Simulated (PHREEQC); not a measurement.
## Polishing slurry liquid

A solution holds 0.007 mol K2CO3, 0.025 mol KNO3 and 0.028 mol KH2PO4 per kg of water, at 5 °C. Closed to the air; pH follows from the charge balance.

Model: ion-association model, phreeqc.dat, run in PHREEQC.

Each row changes one thing in this solution. No solid was allowed to form.

```tsv
case	pH	ionic strength (mol/kgw)	H2PO4- (mol/kgw)	HPO4-2 (mol/kgw)	KHPO4- (mol/kgw)	H3PO4 (mol/kgw)
as made	6.67	0.0756	0.0185	0.00905	0.000482	3.62e-7
K2CO3 from 0.007 to 0.0035 mol/kgw	6.35	0.0649	0.0226	0.00515	0.000258	9.33e-7
temperature from 5 to 60 °C	6.50	0.0754	0.0187	0.00886	0.000434	9.98e-7
diluted 5-fold with water	6.79	0.0152	0.00375	0.00182	2.95e-5	6.14e-8
KH2PO4 from 0.028 to 0.14 mol/kgw	5.83	0.189	0.128	0.0113	0.00118	1.57e-5
K2CO3 replaced by Na2CO3 at the same molality	6.67	0.0755	0.0185	0.00904	0.000381	3.63e-7
0.009 mol/kgw H2SO4 added	2.97	0.0750	0.0255	2.54e-6	1.35e-7	0.00246
0.024 mol/kgw NaHCO3 added	6.92	0.103	0.0139	0.0133	0.000638	1.45e-7
K2CO3 left out	4.56	0.0531	0.0278	9.91e-5	4.68e-6	7.16e-5
```

Constants without temperature data keep their 25 °C values here.
